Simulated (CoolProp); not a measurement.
Vapour-liquid equilibrium of toluene (1) + o-xylene (2) at 1.33 bar; x and y are mole fractions of (1).

Computed with CoolProp (multi-fluid Helmholtz-energy mixture model, Lemmon 2006 and Zhou 2012; pair parameters Bell 2016).

| x | bubble temperature (°C) | y at the bubble point | dew temperature at overall composition x (°C) | liquid density (mol/L) |
|---|---|---|---|---|
| 0.05 | 152.6 | 0.102 | (withheld) | 7.209 |
| 0.15 | 147.9 | 0.282 | 151.4 | 7.328 |
| 0.25 | (withheld) | 0.433 | (withheld) | 7.447 |
| 0.35 | 139.6 | 0.557 | 146.1 | 7.565 |
| 0.45 | 135.9 | 0.660 | 143.1 | 7.683 |
| 0.55 | (withheld) | 0.746 | 139.8 | 7.801 |
| 0.65 | 129.5 | 0.817 | (withheld) | 7.920 |
| 0.75 | 126.7 | 0.879 | 132.4 | (withheld) |
| 0.85 | 124.0 | 0.932 | (withheld) | 8.160 |
| 0.95 | (withheld) | 0.978 | 123.1 | 8.283 |

Question: Fill in the missing entries.

Answer: 
- 0.05, dew temperature at overall composition x (°C): 153.8
- 0.25, bubble temperature (°C): 143.6
- 0.25, dew temperature at overall composition x (°C): 148.8
- 0.55, bubble temperature (°C): 132.6
- 0.65, dew temperature at overall composition x (°C): 136.3
- 0.75, liquid density (mol/L): 8.039
- 0.85, dew temperature at overall composition x (°C): 128.0
- 0.95, bubble temperature (°C): 121.6

No azeotrope shows between x = 0.05 and 0.95.

The pair parameters rest on a limited set of measurements; away from them the model extrapolates.
